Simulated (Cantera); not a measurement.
An isothermal, constant-pressure homogeneous reactor starts with CH4 : H2O : N2 = 1 : 3.7 : 0.01 (molar parts), at 2025 K and 0.296 atm.

Computed with Cantera and GRI-Mech 3.0 (53 species, 325 reactions).

One state of this run: x CH4 = 1.07e-10; x H2O = 0.380; x CH2 = <1e-12; x O2 = 2.69e-7; x H = 0.00242; x HCO = 3.10e-8. x: mole fraction; the columns are a selection and need not sum to one.

Task: Which value of t (s) does it belong to?
(A) 8.66e-6
(B) 0.00304
(C) 3.75e-5
(D) 20.0

Result: D, 20.0
